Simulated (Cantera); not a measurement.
A Cantera script and what it prints.

```python
import numpy as np
import cantera as ct

gas_names = """
    AL ALN ALO ALO2 AL2 AL2O AL2O2 N NO NO2 NO3 N2 N2O O O2 O3
""".split()
cond_names = """
    AL(cr) AL(L) ALN(s) AL2O3(a) AL2O3(L)
""".split()


# ... load() reads the species with a 1 bar reference pressure and builds the phases ...
atoms = {
    'Al': {'AL': 1},
    'O2': {'O': 2},
    'N2': {'N': 2},
}
top_T = {'ALN(s)': 2750}  # K; cautious upper limits of use, not melting points


# ... equilibrate(T, P, feed) seeds the gas with the atoms and calls Mixture.equilibrate('TP', solver="vcs", rtol=1e-11, max_steps=5000) ...
results = []
feed = {'Al': 1, 'O2': 27, 'N2': 9.7}  # mol
T = 798.15  # K
P = 59  # Pa
mix = equilibrate(T, P, feed)
results.append((T, P, feed, dict(zip(mix.species_names, mix.species_moles))))
print(gas.report(threshold=0.001))
for i in range(1, mix.n_phases):
    print(f"{mix.phase(i).name:16s} {mix.phase_moles(i):12.5e} mol")
```

It prints:

```
       temperature   798.15 K
          pressure   59 Pa
           density   0.00027493 kg/m^3
  mean mol. weight   30.923 kg/kmol
   phase of matter   gas

                          1 kg             1 kmol
                     ---------------   ---------------
          enthalpy        5.0328e+05        1.5563e+07  J
   internal energy        2.8868e+05        8.9268e+06  J
           entropy            9652.9         2.985e+05  J/K
    Gibbs function       -7.2012e+06       -2.2268e+08  J
 heat capacity c_p            1070.7             33111  J/K
 heat capacity c_v            801.87             24796  J/K

                      mass frac. Y      mole frac. X     chem. pot. / RT
                     ---------------   ---------------   ---------------
                N2           0.24444           0.26982           -33.061
                O2           0.75556           0.73018           -33.739
     [  +14 minor]        2.0999e-06         2.148e-06

AL(cr)            0.00000e+00 mol
ALN(s)            0.00000e+00 mol
AL2O3(a)          5.00000e-01 mol
```

These are equilibrium values from Cantera (NASA tables, ideal gas, pure condensed phases), not measurements of a reactor.
